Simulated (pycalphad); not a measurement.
Source of the numbers: pycalphad with the COST 507 light-alloy database (1999); pressure 1 atm. The database dates from 1999; later assessments differ in places, in temperatures and in the compounds included. Amounts are mole fractions of atoms.

Give the equilibrium state of Mg-0.53Si-6.77Al (at.%) at 600 K.

HCP_A3, fraction 0.983, with <0.01 Si, 6.8 Al at.%; MG2SI, fraction 0.016, with 33.3 Si, no Al at.%; ALMG_GAMMA, fraction 0.001, with no Si, 40.8 Al at.%.

Give the equilibrium state of Mg-0.53Si-6.77Al (at.%) at 650 K.

HCP_A3, fraction 0.984, with <0.01 Si, 6.9 Al at.%; MG2SI, fraction 0.016, with 33.3 Si, no Al at.%.

Database names, with the compositions (at.%) that they take in these runs: MG2SI: Mg 67 Si 33; ALMG_GAMMA: Mg 59 Al 41. HCP_A3 is hcp. An entry "none" or "no" means that the model of the phase leaves that element out.
